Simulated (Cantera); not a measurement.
**Diamond growth**

A diamond (100) surface in a fixed gas of H2 with x(CH4) = 0.013, x(H) = 0.00076, at 925 K, 0.0178 atm; coverages are run to steady state.

Model: the Harris–Goodwin 1993 mechanism for the reconstructed diamond (100) surface, integrated in Cantera.

| x(CH3) | growth (µm/h) | θ c6HH | θ c6H* | θ c6*H | θ c6** | θ c6HM |
|---|---|---|---|---|---|---|
| 1e-06 | 0.00587 | 0.669 | 0.0122 | 0.313 | 0.00519 | 0.000890 |
| 2.8e-06 | 0.0164 | 0.667 | 0.0121 | 0.312 | 0.00518 | 0.00249 |
| 8.1e-06 | 0.0471 | 0.663 | 0.0121 | 0.310 | 0.00514 | 0.00715 |
| 2.3e-05 | 0.131 | 0.652 | 0.0119 | 0.305 | 0.00503 | 0.0199 |
| 6.5e-05 | 0.353 | 0.624 | 0.0113 | 0.292 | 0.00474 | 0.0536 |
| 0.00019 | 0.903 | 0.554 | 0.0100 | 0.258 | 0.00404 | 0.137 |
| 0.00053 | 1.88 | 0.428 | 0.00768 | 0.198 | 0.00281 | 0.286 |
| 0.0015 | 3.10 | 0.270 | 0.00474 | 0.122 | 0.00138 | 0.473 |
| 0.0043 | 4.08 | 0.143 | 0.00238 | 0.0611 | 0.000433 | 0.623 |
θ: site fractions in the mechanism's names (c6HH fully hydrogenated, c6H* and c6*H radical sites, c6** diradical, c6HM methylated).
